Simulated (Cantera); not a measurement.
Si + HCl + H2 (chlorosilane synthesis and conversion)

Feed: 1 mol Si, 1.9 mol HCl, 0.57 mol H2, held at 1023 K and 23000 Pa.

Cantera equilibrium calculation (NASA polynomials, part measured and part estimated; ideal gas, pure solids and liquids). Candidate condensed phases: Si; 19 gas species. The tables' values for SiCl3 are old estimates; treat these amounts as uncertain. Equilibrium is a limit: real reactors are often held back by kinetics, nucleation or transport.

```
Property       Result
----------  ---------
x(H2)           0.728
x(SiCl4)        0.190
x(SiHCl3)      0.0552
x(HCl)         0.0212
x(SiCl3)      0.00313
x(SiH2Cl2)    0.00178
x(SiCl2)      0.00109
x(SiH3Cl)     1.48e-5
n(Si(s))    0.504 mol
gas amount  1.979 mol
```
